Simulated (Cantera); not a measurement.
# Equilibrium for carbothermic reduction: Fe3O4 + CH4 + H2

A closed system holds: 1 mol Fe3O4, 0.9 mol CH4, 0.1 mol H2, equilibrated at 2250 K.

Cantera equilibrium calculation (NASA polynomials, part measured and part estimated; ideal gas, pure solids and liquids). Candidate condensed phases: C, C6H6, C7H8, C8H18, Fe, Fe(CO)5, FeO, Fe(OH)2, Fe(OH)3, Fe2O3, Fe3O4, H2O; 114 gas species. Each liquid is taken as pure. Mutual solubility and eutectic melting of coexisting phases are not modelled. The tables' stoichiometric FeO is somewhat more stable than real wüstite, so its field is too wide. FeO: taken at fixed stoichiometry. Equilibrium is a limit: real reactors are often held back by kinetics, nucleation or transport.

From 0.0750 Torr to 0.390 Torr nothing is condensed. From 2.03 Torr to 10.5 Torr the condensed part is FeO(l). From 54.0 Torr to 7500 Torr the condensed part is Fe(l) + FeO(l). The main Fe-bearing gas is Fe throughout.

```
P (Pa)   log p H2  log p Fe  log p CO  log p H2O  log p H  log p O  log p O2  log p CO2  log p FeO  log p OH  n FeO(l)  n Fe(l)
-------  --------  --------  --------  ---------  -------  -------  --------  ---------  ---------  --------  --------  -------
10          -5.29     -4.44     -5.06      -5.07    -4.77    -5.03     -5.19      -5.58      -5.70     -5.38         0        0
52          -4.58     -3.69     -4.38      -4.05    -4.42    -4.71     -4.55      -4.57      -4.62     -4.71         0        0
270         -3.52     -3.05     -3.44      -3.15    -3.89    -4.87     -4.88      -3.80      -4.15     -4.34      1.33        0
1400        -2.39     -2.53     -2.52      -2.54    -3.32    -5.39     -5.92      -3.40      -4.15     -4.30      2.20        0
7200        -1.52     -2.36     -1.70      -1.84    -2.89    -5.56     -6.25      -2.76      -4.15     -4.03      2.41    0.405
37000       -0.78     -2.36     -0.97      -1.10    -2.52    -5.56     -6.25      -2.02      -4.15     -3.66      2.41    0.557
190000      -0.06     -2.36     -0.25      -0.38    -2.16    -5.56     -6.25      -1.31      -4.15     -3.30      2.41    0.585
1000000      0.66     -2.36      0.47       0.34    -1.80    -5.56     -6.25      -0.58      -4.15     -2.94      2.41    0.591
```
log p: log10 of the partial pressure in bar; n: condensed amount in mol.
